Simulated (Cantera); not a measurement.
# Equilibrium for hydrogen reduction and annealing atmospheres: CuO + H₂ + H₂O

Charge: 1 mol CuO, 230 mol H₂, 3.8 mol H₂O, held at 98.0 Pa.

Equilibrium computed with Cantera from the NASA thermochemical tables; the gas is ideal and each condensed phase is pure. Candidate condensed phases: Cu, CuO, Cu(OH)₂, Cu₂O, H₂O; 12 gas species. Equilibrium is a limit: real reactors are often held back by kinetics, nucleation or transport.

```
T (°C)   x H₂       x H   x H₂O      x Cu  n Cu(s)  n Cu(l)
------  -----  --------  ------  --------  -------  -------
327     0.979    <1e-12  0.0205    <1e-12     1.00        0
427     0.979    <1e-12  0.0205    <1e-12     1.00        0
527     0.979  9.16e-11  0.0205    <1e-12     1.00        0
627     0.979   3.70e-9  0.0205  1.84e-10     1.00        0
727     0.979   7.17e-8  0.0205   1.59e-8    1.000        0
827     0.979   8.17e-7  0.0205   6.07e-7    1.000        0
927     0.979   6.24e-6  0.0205   1.25e-5    0.997        0
1027    0.979   3.50e-5  0.0205  0.000161    0.962        0
1127    0.978  0.000154  0.0205   0.00138        0    0.678
1227    0.975  0.000555  0.0204   0.00426        0        0
1327    0.974   0.00171  0.0204   0.00425        0        0
1427    0.971   0.00464  0.0204   0.00425        0        0
1527    0.964    0.0112  0.0203   0.00423        0        0
1627    0.951    0.0247  0.0201   0.00421        0        0
```
x: gas mole fraction; n: condensed amount in mol.

From 327 °C to 1027 °C the condensed part is Cu(s). At 1127 °C the condensed part is Cu(l). From 1227 °C to 1627 °C nothing is condensed.
